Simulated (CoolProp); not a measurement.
Computed with CoolProp (reference Helmholtz-energy equation of state, Span 2000).

### Question
Give the vapour pressure (MPa), liquid cp (kJ/(kg K)), vapour viscosity (µPa s) of saturated nitrogen at 95.6, 121.3 K.

### Answer
```csv
T (K),p (MPa),liquid cp (kJ/(kg K)),vapour viscosity (µPa s)
95.6,0.566,2.22,6.99
121.3,2.68,5.25,11.1
```

Viscosity comes from a separate model (Lemmon 2004).
